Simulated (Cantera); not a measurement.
Input (Python, Cantera) and output of one run.

```python
import numpy as np
import cantera as ct

gas_names = """
    CL CL2 H HCL H2 Si SiCL SiCL2 SiCL3 SiCL4 SiH SiHCL3 SiH2 SiH2CL2 SiH3 SiH3CL SiH4 Si2 Si3
""".split()
cond_names = """
    Si(cr) Si(L)
""".split()


def load(file, names, dense=False):
    # The tables refer to 1 bar. Condensed volumes are neglected.
    table = {s.name: s for s in ct.Species.list_from_file(file)}
    out = []
    for n in names:
        d = dict(table[n].input_data)
        d["thermo"] = dict(d["thermo"], **{"reference-pressure": 1e5})
        if dense:
            d["equation-of-state"] = {"model": "constant-volume", "density": "1e6 g/cm^3"}
        out.append(ct.Species.from_dict(d))
    return out


gas = ct.Solution(thermo="ideal-gas", species=load("nasa_gas.yaml", gas_names))
cond = {s.name: ct.Solution(thermo="fixed-stoichiometry", species=[s], name=s.name)
        for s in load("nasa_condensed.yaml", cond_names, dense=True)}
atoms = {
    'SiCl4': {'Si': 1, 'CL': 4},
    'Cl2': {'CL': 2},
    'H2': {'H': 2},
}
top_T = {}  # K; cautious upper limits of use, not melting points


def equilibrate(T, P, feed):
    n = {}
    for name, mol in feed.items():
        for a, k in atoms[name].items():
            n[a] = n.get(a, 0.0) + k * mol
    gas.TPX = T, P, n
    mass = sum(n.values()) * gas.mean_molecular_weight
    gas.equilibrate("TP")
    valid = [c for c in cond.values() if c.min_temp <= T <= top_T.get(c.name, c.max_temp)]
    mix = ct.Mixture([(gas, mass / gas.mean_molecular_weight)] + [(c, 0.0) for c in valid])
    mix.T, mix.P = T, P
    mix.equilibrate("TP", solver="vcs", rtol=1e-11, max_steps=5000)
    return mix


results = []
feed = {'SiCl4': 1, 'Cl2': 0.55, 'H2': 5.8}  # mol
T = 898  # K
P = 2000000  # Pa
mix = equilibrate(T, P, feed)
results.append((T, P, feed, dict(zip(mix.species_names, mix.species_moles))))
print(gas.report(threshold=1e-06))
for i in range(1, mix.n_phases):
    print(f"{mix.phase(i).name:16s} {mix.phase_moles(i):12.5e} mol")
```

Output:

```
       temperature   898 K
          pressure   2e+06 Pa
           density   8.0387 kg/m^3
  mean mol. weight   30.01 kg/kmol
   phase of matter   gas

                          1 kg             1 kmol
                     ---------------   ---------------
          enthalpy       -2.6777e+06       -8.0356e+07  J
   internal energy       -2.9265e+06       -8.7823e+07  J
           entropy            6369.4        1.9115e+05  J/K
    Gibbs function       -8.3974e+06         -2.52e+08  J
 heat capacity c_p            1345.5             40378  J/K
 heat capacity c_v            1068.4             32064  J/K

                      mass frac. Y      mole frac. X     chem. pot. / RT
                     ---------------   ---------------   ---------------
               HCL           0.18396           0.15142           -35.268
                H2          0.047866           0.71252           -14.588
             SiCL3        8.4087e-06        1.8771e-06           -104.72
             SiCL4           0.76022           0.13429            -132.7
            SiHCL3         0.0079378         0.0017588           -112.01
           SiH2CL2        7.3319e-06        2.1785e-06           -91.335
     [  +13 minor]         5.652e-09        1.9522e-09

Si(cr)            0.00000e+00 mol
```

These are equilibrium values from Cantera (NASA tables, ideal gas, pure condensed phases), not measurements of a reactor.
